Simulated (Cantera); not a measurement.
**C3H6 + NH3 + H2 (carbon deposition, reforming and gasification)**

Charge: 1 mol C3H6, 0.012 mol NH3, 69 mol H2, at 1400 K and 7.50 Torr.

Cantera equilibrium calculation (NASA polynomials, part measured and part estimated; ideal gas, pure solids and liquids). Candidate condensed phases: C, C6H6, C7H8, C8H18; 92 gas species. The numbers say what is thermodynamically allowed, not how fast it happens.

```json
{
  "x(H2)": "1.000",
  "x(N2)": "8.10e-5",
  "x(H)": "4.86e-5",
  "x(CH4)": "4.32e-5",
  "x(HCN)": "4.47e-6",
  "x(C2H2 (acetylene))": "2.52e-6",
  "n(C(graphite))": "3.00 mol",
  "gas_amount": "72.02 mol"
}
```
